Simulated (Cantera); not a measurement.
Charge: 1 mol Ca(OH)2, 0.1 mol H2, 0.18 mol CO2, equilibrated at 2073 K and 1 atm.

Method: chemical equilibrium by Gibbs-energy minimisation in Cantera with the NASA 1993 tables (ideal gas, pure condensed phases). Candidate condensed phases: C, C6H6, C7H8, C8H18, Ca, CaCO3, CaO, Ca(OH)2, H2O; 115 gas species. The numbers say what is thermodynamically allowed, not how fast it happens.

Base state: H2O 0.810, CO2 0.109, H2 0.0474, CO 0.0310, OH 0.00111, H 0.000569, Ca(OH)2 0.000143, O2 6.95e-5 (mole fractions); condensed: CaO(s).

Q: What changes in the equilibrium state with this change: pressure from 1 atm to 7.80 bar?

A: 
```json
[
 {"species": "H2O", "before": "0.810", "after": "0.811"},
 {"species": "CO2", "before": "0.109", "after": "0.110"},
 {"species": "H2", "before": "0.0474", "after": "0.0473"},
 {"species": "OH", "before": "0.00111", "after": "0.000400"},
 {"species": "H", "before": "0.000569", "after": "0.000205"},
 {"species": "CO", "before": "0.0310", "after": "0.0310"},
 {"species": "Ca(OH)2", "before": "0.000143", "after": "0.000143"},
 {"species": "O2", "before": "6.95e-5", "after": "9.12e-6"},
 {"species": "CaO(s), mol", "before": "1.000", "after": "1.000"}
]
```

Q: What changes in the equilibrium state with this change: H2 from 0.1 to 3.2 mol?

A: 
```
species        before    after
-----------  --------  -------
H2             0.0474    0.691
H2O             0.810    0.266
CO             0.0310   0.0380
CO2             0.109  0.00302
Ca(OH)2      0.000143  4.69e-5
O2            6.95e-5  3.53e-8
OH            0.00111  9.51e-5
H            0.000569  0.00217
CaO(s), mol     1.000    1.000
```
